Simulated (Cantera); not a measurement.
Cantera run:

```python
import numpy as np
import cantera as ct

gas_names = [...]  # 123 gases of nasa_gas.yaml made of C, H, O, Si
cond_names = """
    C(gr) C6H6(L) C7H8(L) C8H18(L),n-octa H2O(s) H2O(L) Si(cr) Si(L) SiC(b) SiO2(Lqz) SiO2(hqz) SiO2(L)
""".split()


# ... load() reads the species with a 1 bar reference pressure and builds the phases ...
atoms = {
    'TEOS': {'Si': 1, 'C': 8, 'H': 20, 'O': 4},
    'H2O': {'H': 2, 'O': 1},
}
top_T = {'C(gr)': 4500, 'SiC(b)': 3050}  # K; cautious upper limits of use, not melting points


# ... equilibrate(T, P, feed) seeds the gas with the atoms and calls Mixture.equilibrate('TP', solver="vcs", rtol=1e-11, max_steps=5000) ...
results = []
feed = {'TEOS': 1, 'H2O': 0.28}  # mol
P = 13332.2  # Pa
for T in [725, 775, 825, 875, 925, 975, 1025, 1075, 1125, 1175, 1225, 1275, 1325]:
    mix = equilibrate(T, P, feed)
    results.append((T, P, feed, dict(zip(mix.species_names, mix.species_moles))))

top = {s: max(r[3][s] / sum(r[3][g] for g in gas_names) for r in results) for s in gas_names}
cols = sorted((s for s in top if top[s] > 0.0001), key=lambda s: -top[s])[:8]
seen = [c for c in cond_names if any(r[3].get(c, 0) > 1e-12 for r in results)]
print("log10 of partial pressures in bar; condensed amounts in mol")
print(f"{'T/K':>10s}" + "".join(f"{s[:9]:>10s}" for s in cols + seen))
for T, P, feed, n in results:
    ng = sum(n[g] for g in gas_names)
    print(f"{T:10.4g}" + "".join(f"{np.log10(max(n[s] / ng * P / 1e5, 1e-99)):10.3f}" for s in cols)
          + "".join(f"{n.get(c, 0):10.4g}" for c in seen))
```

It prints:

```
log10 of partial pressures in bar; condensed amounts in mol
       T/K        H2       CH4       H2O        CO       CO2     C(gr) SiO2(Lqz) SiO2(hqz)
       725    -1.128    -1.546    -1.612    -2.768    -2.375     5.732         1         0
       775    -1.046    -1.781    -1.746    -2.355    -2.351     6.147         1         0
       825    -1.002    -2.047    -1.934    -2.033    -2.412     6.241         1         0
       875    -0.981    -2.323    -2.189    -1.817    -2.603      6.08         0         1
       925    -0.973    -2.590    -2.501    -1.701    -2.923     5.879         0         1
       975    -0.968    -2.838    -2.839    -1.650    -3.317     5.764         0         1
      1025    -0.966    -3.066    -3.172    -1.630    -3.723      5.72         0         1
      1075    -0.965    -3.275    -3.485    -1.622    -4.110     5.708         0         1
      1125    -0.964    -3.467    -3.774    -1.619    -4.470     5.707         0         1
      1175    -0.963    -3.644    -4.041    -1.617    -4.802     5.709         0         1
      1225    -0.963    -3.807    -4.286    -1.617    -5.107     5.711         0         1
      1275    -0.963    -3.958    -4.512    -1.616    -5.387     5.713         0         1
      1325    -0.962    -4.098    -4.722    -1.616    -5.646     5.714         0         1
```

These are equilibrium values from Cantera (NASA tables, ideal gas, pure condensed phases), not measurements of a reactor. The feed counts by its element totals alone. The tables hold silica as quartz up to 1696 K and as liquid above; real silica turns to tridymite and cristobalite and melts near 1996 K.
